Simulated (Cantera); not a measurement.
An adiabatic, constant-volume homogeneous reactor starts with C3H8 : O2 : N2 = 1 : 2.5 : 9.4 (molar parts), at 1250 K and 1.78 atm. Integrator tolerance rtol = 1e-08.

Detailed kinetics in Cantera: GRI-Mech 3.0 (53 species, 325 reactions). GRI-Mech 3.0 was tuned for natural gas; its chemistry of propane as a main component is partial and can be far from experiment.

### Question
What does this change do: initial temperature 1250 to 1273 K?

### Answer
```
quantity                                                              before                                      after
---------------------------------  -----------------------------------------  -----------------------------------------
time of steepest temperature rise                                    1.70 ms                                    1.12 ms
temperature at 0.200 s                                                2719 K                                     2735 K
equilibrium temperature                                               2719 K                                     2735 K
x(C3H8) at 0.200 s                     <1e-12 (gas-phase equilibrium <1e-12)      <1e-12 (gas-phase equilibrium <1e-12)
x(O2) at 0.200 s                     2.79e-5 (gas-phase equilibrium 2.79e-5)    3.21e-5 (gas-phase equilibrium 3.21e-5)
x(NO) at 0.200 s                   0.000322 (gas-phase equilibrium 0.000322)  0.000353 (gas-phase equilibrium 0.000353)
x(CH3) at 0.200 s                  1.83e-10 (gas-phase equilibrium 2.04e-10)  1.79e-10 (gas-phase equilibrium 2.00e-10)
x(C2H4) at 0.200 s                     <1e-12 (gas-phase equilibrium <1e-12)      <1e-12 (gas-phase equilibrium <1e-12)
```

### Question
What does this change do: initial temperature 1250 to 1675 K?

### Answer
| quantity | before | after |
|---|---|---|
| time of steepest temperature rise | 1.70 ms | 14.8 µs |
| temperature at 0.200 s | 2719 K | 2972 K |
| equilibrium temperature | 2719 K | 2972 K |
| x(C3H8) at 0.200 s | <1e-12 (gas-phase equilibrium <1e-12) | <1e-12 (gas-phase equilibrium <1e-12) |
| x(O2) at 0.200 s | 2.79e-5 (gas-phase equilibrium 2.79e-5) | 0.000220 (gas-phase equilibrium 0.000220) |
| x(NO) at 0.200 s | 0.000322 (gas-phase equilibrium 0.000322) | 0.00127 (gas-phase equilibrium 0.00127) |
| x(CH3) at 0.200 s | 1.83e-10 (gas-phase equilibrium 2.04e-10) | 1.30e-10 (gas-phase equilibrium 1.46e-10) |
| x(C2H4) at 0.200 s | <1e-12 (gas-phase equilibrium <1e-12) | <1e-12 (gas-phase equilibrium <1e-12) |
Above 3000 K some thermodynamic fits are extrapolated.

### Question
What does this change do: N2 9.4 to 7.2 parts?

### Answer
```tsv
quantity	before	after
time of steepest temperature rise	1.70 ms	1.44 ms
temperature at 0.200 s	2719 K	2861 K
equilibrium temperature	2719 K	2861 K
x(C3H8) at 0.200 s	<1e-12 (gas-phase equilibrium <1e-12)	<1e-12 (gas-phase equilibrium <1e-12)
x(O2) at 0.200 s	2.79e-5 (gas-phase equilibrium 2.79e-5)	7.71e-5 (gas-phase equilibrium 7.71e-5)
x(NO) at 0.200 s	0.000322 (gas-phase equilibrium 0.000322)	0.000613 (gas-phase equilibrium 0.000613)
x(CH3) at 0.200 s	1.83e-10 (gas-phase equilibrium 2.04e-10)	2.96e-10 (gas-phase equilibrium 3.31e-10)
x(C2H4) at 0.200 s	<1e-12 (gas-phase equilibrium <1e-12)	<1e-12 (gas-phase equilibrium <1e-12)
```
